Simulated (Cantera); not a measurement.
Feed: 1 mol Si, 1.3 mol H2, equilibrated at 13000 Pa.

Cantera equilibrium calculation (NASA polynomials, part measured and part estimated; ideal gas, pure solids and liquids). Candidate condensed phases: Si; 9 gas species. Gases not in the tables: Si2H6 and higher silanes. Kinetics and transport are ignored.

Which condensed phases are stable at each of these points (T (K)): 573, 723, 873, 1023, 1173, 1323, 1473, 1623, 1773?


```csv
T (K),condensed phases,Si condensed (%)
573,Si(s),100.0
723,Si(s),100.0
873,Si(s),100.0
1023,Si(s),100.0
1173,Si(s),100.0
1323,Si(s),100.0
1473,Si(s),100.0
1623,Si(s),100.0
1773,Si(l),100.0
```

From 573 K to 1623 K the condensed part is Si(s). At 1773 K the condensed part is Si(l).
